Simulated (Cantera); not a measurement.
Cantera with NASA thermochemical tables; ideal gases at 1 bar, condensed phases pure. Values are per mole of reaction as written; species without (g) are pure solids or liquids, kept so even where they would boil at 1 bar.

H2(g) + CuF2 → Cu + 2 HF(g)

```tsv
T (K)	ΔH° (kJ)	ΔS° (J/K)	ΔG° (kJ)	log10 K	condensed phases
998	___	___	___	___	CuF2(s), Cu(s)
1073	-26.4	141.9	-178.7	8.70	CuF2(s), Cu(s)
1148	___	___	___	___	CuF2(l), Cu(s)
1223	-87.3	87.2	-194.0	8.28	CuF2(l), Cu(s)
1298	-90.1	85.0	-200.4	8.07	CuF2(l), Cu(s)
```

Task: Some entries are withheld; supply them.

Result: 
- 998, ΔH° (kJ): -24.0
- 998, ΔS° (J/K): 144.2
- 998, ΔG° (kJ): -168.0
- 998, log10 K: 8.79
- 1148, ΔH° (kJ): -84.3
- 1148, ΔS° (J/K): 89.7
- 1148, ΔG° (kJ): -187.3
- 1148, log10 K: 8.52
